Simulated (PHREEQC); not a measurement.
PHREEQC input (ion-association model, phreeqc.dat):

```
SOLUTION 0
  temp 15
  units mmol/kgw
  pH 7 charge
  Cl 130.01
  Cd 65
  O(0) 1 O2(g) -0.68
SOLUTION 1-40
  temp 15
  units mmol/kgw
  pH 7 charge
  Cl 1.54
  Li 0.37
  Cd 0.58
  O(0) 1 O2(g) -0.68
END
EXCHANGE 1-40
  X 0.34
  -equilibrate 1
END
SELECTED_OUTPUT 1
  -reset false
  -pH true
  -pe true
  -ionic_strength true
  -water true
  -step true
  -totals Cd Cl Li
  -molalities CdX2 LiX
  -saturation_indices Cd(OH)2
PRINT
  -reset false
TRANSPORT
  -cells 40
  -shifts 320
  -lengths 0.005
  -time_step 60
  -dispersivities 0.01
  -boundary_conditions flux flux
  -correct_disp true
  -punch_cells 40
  -punch_frequency 10
END
```

Selected output (columns that matter, 15 of 33 rows; pore volumes added in front):

```
pore volumes	pH	mu	Cd	Cl	Li	m_CdX2	m_LiX	si_Cd(OH)2
0	5.0197	0.0020019	0.00058	0.00154	0.00037	0.16911	0.0017847	-6.9785
0.5125	5.0291	0.005204	0.0017774	0.0041686	0.00060386	0.16911	0.0017716	-6.5749
1.2625	5.0365	0.077087	0.052593	0.10657	0.0013738	0.16937	0.0012697	-5.8158
1.7625	5.0322	0.087968	0.063131	0.12708	0.00081129	0.16964	0.00071512	-5.7991
2.2625	5.0315	0.089268	0.06468	0.12973	0.00035558	0.16984	0.00031122	-5.7956
2.7625	5.0314	0.089366	0.064921	0.12999	0.00013291	0.16994	0.00011616	-5.7945
3.5125	5.0313	0.089362	0.064987	0.13001	2.585e-05	0.16999	2.258e-05	-5.794
4.0125	5.0313	0.089359	0.064996	0.13001	8.1618e-06	0.17	7.1288e-06	-5.7939
4.5125	5.0313	0.089358	0.064999	0.13001	2.5033e-06	0.17	2.1864e-06	-5.7939
5.2625	5.0313	0.089358	0.065	0.13001	4.109e-07	0.17	3.5888e-07	-5.7939
5.7625	5.0313	0.089358	0.065	0.13001	1.214e-07	0.17	1.0603e-07	-5.7939
6.2625	5.0313	0.089358	0.065	0.13001	3.5596e-08	0.17	3.1089e-08	-5.7939
6.7625	5.0313	0.089358	0.065	0.13001	1.0382e-08	0.17	9.0673e-09	-5.7939
7.5125	5.0313	0.089358	0.065	0.13001	1.6242e-09	0.17	1.4186e-09	-5.7939
8.0125	5.0313	0.089358	0.065	0.13001	4.7015e-10	0.17	4.1063e-10	-5.7939
```
